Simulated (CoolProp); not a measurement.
Model: reference Helmholtz-energy equation of state, Akasaka 2019, in CoolProp.

For R1234ze(Z), give the phase and the density (kg/m³), cv (kJ/(kg K)), isothermal compressibility (1/MPa), expansivity (1/kK) at 381.6 K and 0.177 MPa.


- 381.6 K and 0.177 MPa: gas; density 6.54, cv 0.912, isothermal compressibility 5.81, expansivity 2.90
